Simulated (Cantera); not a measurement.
Input (Python, Cantera) and output of one run.

```python
import numpy as np
import cantera as ct

gas_names = """
    CL CL2 H HCL H2 Si SiCL SiCL2 SiCL3 SiCL4 SiH SiHCL3 SiH2 SiH2CL2 SiH3 SiH3CL SiH4 Si2 Si3
""".split()
cond_names = """
    Si(cr) Si(L)
""".split()


def load(file, names, dense=False):
    # The tables refer to 1 bar. Condensed volumes are neglected.
    table = {s.name: s for s in ct.Species.list_from_file(file)}
    out = []
    for n in names:
        d = dict(table[n].input_data)
        d["thermo"] = dict(d["thermo"], **{"reference-pressure": 1e5})
        if dense:
            d["equation-of-state"] = {"model": "constant-volume", "density": "1e6 g/cm^3"}
        out.append(ct.Species.from_dict(d))
    return out


gas = ct.Solution(thermo="ideal-gas", species=load("nasa_gas.yaml", gas_names))
cond = {s.name: ct.Solution(thermo="fixed-stoichiometry", species=[s], name=s.name)
        for s in load("nasa_condensed.yaml", cond_names, dense=True)}
atoms = {
    'Si': {'Si': 1},
    'HCl': {'H': 1, 'CL': 1},
    'H2': {'H': 2},
}
top_T = {}  # K; cautious upper limits of use, not melting points


def equilibrate(T, P, feed):
    n = {}
    for name, mol in feed.items():
        for a, k in atoms[name].items():
            n[a] = n.get(a, 0.0) + k * mol
    gas.TPX = T, P, n
    mass = sum(n.values()) * gas.mean_molecular_weight
    gas.equilibrate("TP")
    valid = [c for c in cond.values() if c.min_temp <= T <= top_T.get(c.name, c.max_temp)]
    mix = ct.Mixture([(gas, mass / gas.mean_molecular_weight)] + [(c, 0.0) for c in valid])
    mix.T, mix.P = T, P
    mix.equilibrate("TP", solver="vcs", rtol=1e-11, max_steps=5000)
    return mix


results = []
feed = {'Si': 1, 'HCl': 1.8, 'H2': 9.2}  # mol
P = 1200000  # Pa
for T in [650, 750, 850, 950, 1050, 1150, 1250, 1350, 1450, 1550, 1650]:
    mix = equilibrate(T, P, feed)
    results.append((T, P, feed, dict(zip(mix.species_names, mix.species_moles))))

top = {s: max(r[3][s] / sum(r[3][g] for g in gas_names) for r in results) for s in gas_names}
cols = sorted((s for s in top if top[s] > 1e-05), key=lambda s: -top[s])[:7]
seen = [c for c in cond_names if any(r[3].get(c, 0) > 1e-12 for r in results)]
print("log10 of partial pressures in bar; condensed amounts in mol")
print(f"{'T/K':>10s}" + "".join(f"{s[:9]:>10s}" for s in cols + seen))
for T, P, feed, n in results:
    ng = sum(n[g] for g in gas_names)
    print(f"{T:10.4g}" + "".join(f"{np.log10(max(n[s] / ng * P / 1e5, 1e-99)):10.3f}" for s in cols)
          + "".join(f"{n.get(c, 0):10.4g}" for c in seen))
```

Result:

```
log10 of partial pressures in bar; condensed amounts in mol
       T/K        H2       HCL    SiHCL3     SiCL2     SiCL4     SiCL3   SiH2CL2    Si(cr)
       650     1.055    -3.317    -0.410    -7.932    -0.692    -5.717    -1.364     0.446
       750     1.055    -2.546    -0.424    -6.210    -0.681    -4.579    -1.301    0.4459
       850     1.055    -1.960    -0.438    -4.901    -0.673    -3.712    -1.258    0.4475
       950     1.055    -1.502    -0.453    -3.874    -0.671    -3.034    -1.229    0.4525
      1050     1.053    -1.135    -0.472    -3.051    -0.677    -2.493    -1.211    0.4626
      1150     1.052    -0.837    -0.501    -2.383    -0.697    -2.059    -1.206    0.4797
      1250     1.048    -0.595    -0.544    -1.838    -0.739    -1.716    -1.216    0.5034
      1350     1.044    -0.401    -0.613    -1.397    -0.816    -1.455    -1.247    0.5309
      1450     1.039    -0.250    -0.720    -1.050    -0.945    -1.279    -1.306    0.5567
      1550     1.034    -0.141    -0.877    -0.793    -1.141    -1.189    -1.400    0.5751
      1650     1.029    -0.070    -1.087    -0.617    -1.410    -1.185    -1.531    0.5844
```

Method: chemical equilibrium by Gibbs-energy minimisation in Cantera with the NASA 1993 tables (ideal gas, pure condensed phases). The tables' values for SiCl3 are old estimates; treat these amounts as uncertain. Gases not in the tables: Si2H6 and higher silanes.
